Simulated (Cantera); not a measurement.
Mixture: H2 : O2 : N2 = 1 : 0.455 : 1.71 (molar parts), equivalence ratio 1.1, at 4.93 atm, adiabatic and at constant volume. Ignition delay is the time to a rise of 400 K.

Computed with Cantera and GRI-Mech 3.0 (53 species, 325 reactions). The hydrogen kinetics of GRI-Mech 3.0 are dated; newer H2 mechanisms differ, most at raised pressure. Where the delays flatten at high temperature, the 400 K rule measures the pace of heat release, not the induction time.

Predict: delay at 1048 K; delay at 1148 K; delay at 1248 K; delay at 1348 K; delay at 1448 K; apparent activation energy between 1348 and 1448 K.


```
Item                                                   Result
--------------------------------------------------  ---------
delay at 1048 K                                       2.62 ms
delay at 1148 K                                       49.0 µs
delay at 1248 K                                       9.41 µs
delay at 1348 K                                       4.94 µs
delay at 1448 K                                       3.20 µs
apparent activation energy between 1348 and 1448 K  70 kJ/mol
```
